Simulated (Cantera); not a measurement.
Cantera run:

```python
import numpy as np
import cantera as ct

gas_names = """
    H HO2 H2 H2O H2O2 O OH O2 O3 Pb PbO Pb2
""".split()
cond_names = """
    H2O(s) H2O(L) Pb(cr) Pb(L) PbO(rd) PbO(yw) PbO(L) PbO2(s) Pb3O4(s)
""".split()


# ... load() reads the species with a 1 bar reference pressure and builds the phases ...
atoms = {
    'PbO': {'Pb': 1, 'O': 1},
    'H2': {'H': 2},
}
top_T = {'Pb3O4(s)': 820}  # K; cautious upper limits of use, not melting points


# ... equilibrate(T, P, feed) seeds the gas with the atoms and calls Mixture.equilibrate('TP', solver="vcs", rtol=1e-11, max_steps=5000) ...
results = []
T = 1498.15  # K
P = 9900  # Pa
for m in [0.23, 0.34, 0.49, 0.71, 1, 1.5, 2.1, 3.1]:
    feed = {'PbO': 1, 'H2': m}  # mol
    mix = equilibrate(T, P, feed)
    results.append((T, P, feed, dict(zip(mix.species_names, mix.species_moles))))

top = {s: max(r[3][s] / sum(r[3][g] for g in gas_names) for r in results) for s in gas_names}
cols = sorted((s for s in top if top[s] > 1e-06), key=lambda s: -top[s])[:9]
seen = [c for c in cond_names if any(r[3].get(c, 0) > 1e-12 for r in results)]
print("log10 of partial pressures in bar; condensed amounts in mol")
print(f"{'n(H2)':>10s}" + "".join(f"{s[:9]:>10s}" for s in cols + seen))
for T, P, feed, n in results:
    ng = sum(n[g] for g in gas_names)
    print(f"{feed['H2']:10.4g}" + "".join(f"{np.log10(max(n[s] / ng * P / 1e5, 1e-99)):10.3f}" for s in cols)
          + "".join(f"{n.get(c, 0):10.4g}" for c in seen))
```

It prints:

```
log10 of partial pressures in bar; condensed amounts in mol
     n(H2)       H2O        H2        Pb       PbO       Pb2         H        OH        O2     Pb(L)    PbO(L)
      0.23    -1.179    -4.155    -1.618    -2.065    -5.000    -6.842    -5.413    -5.516     0.146    0.7403
      0.34    -1.179    -4.155    -1.618    -2.065    -5.000    -6.842    -5.413    -5.516    0.2158    0.6161
      0.49    -1.179    -4.155    -1.618    -2.065    -5.000    -6.842    -5.413    -5.516     0.311    0.4467
      0.71    -1.179    -4.155    -1.618    -2.065    -5.000    -6.842    -5.413    -5.516    0.4506    0.1983
         1    -1.135    -3.088    -1.618    -3.088    -5.000    -6.308    -5.903    -7.563     0.663         0
       1.5    -1.302    -1.603    -1.618    -4.740    -5.000    -5.565    -6.812   -10.867    0.5159         0
       2.1    -1.448    -1.407    -1.618    -5.082    -5.000    -5.467    -7.056   -11.551    0.3226         0
       3.1    -1.617    -1.295    -1.618    -5.363    -5.000    -5.412    -7.281   -12.112 0.0002178         0
```

Cantera equilibrium calculation (NASA polynomials, part measured and part estimated; ideal gas, pure solids and liquids). Each liquid is taken as pure. Mutual solubility and eutectic melting of coexisting phases are not modelled. Gases not in the tables: (PbO)n polymers.
